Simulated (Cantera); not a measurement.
Charge: 1 mol MgO, 4.8 mol N₂, at 0.00133 bar.

Equilibrium computed with Cantera from the NASA thermochemical tables; the gas is ideal and each condensed phase is pure. Candidate condensed phases: Mg, MgO; 13 gas species. Equilibrium is a limit: real reactors are often held back by kinetics, nucleation or transport.

x: gas mole fraction; n: condensed amount in mol.

```json
[
 {"T (K)": "1623", "x N₂": "1.000", "x Mg": "4.90e-6", "x O": "3.58e-7", "x O₂": "4.71e-7", "x NO": "3.60e-6", "x MgO": "___", "n MgO(s)": "1.000"},
 {"T (K)": "1773", "x N₂": "1.000", "x Mg": "8.13e-5", "x O": "1.04e-5", "x O₂": "1.65e-5", "x NO": "3.78e-5", "x MgO": "___", "n MgO(s)": "1.000"},
 {"T (K)": "1923", "x N₂": "0.998", "x Mg": "0.000951", "x O": "0.000163", "x O₂": "0.000270", "x NO": "0.000248", "x MgO": "___", "n MgO(s)": "0.995"},
 {"T (K)": "2073", "x N₂": "0.986", "x Mg": "0.00813", "x O": "0.00162", "x O₂": "0.00266", "x NO": "0.00117", "x MgO": "___", "n MgO(s)": "0.960"},
 {"T (K)": "2223", "x N₂": "0.912", "x Mg": "0.0527", "x O": "0.0116", "x O₂": "0.0184", "x NO": "0.00424", "x MgO": "___", "n MgO(s)": "0.719"},
 {"T (K)": "2373", "x N₂": "0.741", "x Mg": "0.152", "x O": "0.0455", "x O₂": "0.0492", "x NO": "0.00853", "x MgO": "___", "n MgO(s)": "0"},
 {"T (K)": "2523", "x N₂": "0.728", "x Mg": "0.151", "x O": "0.0788", "x O₂": "0.0315", "x NO": "0.00891", "x MgO": "___", "n MgO(s)": "0"},
 {"T (K)": "2673", "x N₂": "0.716", "x Mg": "0.149", "x O": "0.110", "x O₂": "0.0156", "x NO": "0.00793", "x MgO": "___", "n MgO(s)": "0"},
 {"T (K)": "2823", "x N₂": "0.710", "x Mg": "0.148", "x O": "0.129", "x O₂": "0.00630", "x NO": "0.00624", "x MgO": "___", "n MgO(s)": "0"},
 {"T (K)": "2973", "x N₂": "0.707", "x Mg": "0.147", "x O": "0.138", "x O₂": "0.00239", "x NO": "0.00467", "x MgO": "___", "n MgO(s)": "0"}
]
```

### Question
What belongs in the gaps?

### Answer

- 1623, x MgO: 1.63e-9
- 1773, x MgO: 9.99e-8
- 1923, x MgO: 3.20e-6
- 2073, x MgO: 6.18e-5
- 2223, x MgO: 0.000795
- 2373, x MgO: 0.00295
- 2523, x MgO: 0.00188
- 2673, x MgO: 0.00108
- 2823, x MgO: 0.000579
- 2973, x MgO: 0.000306
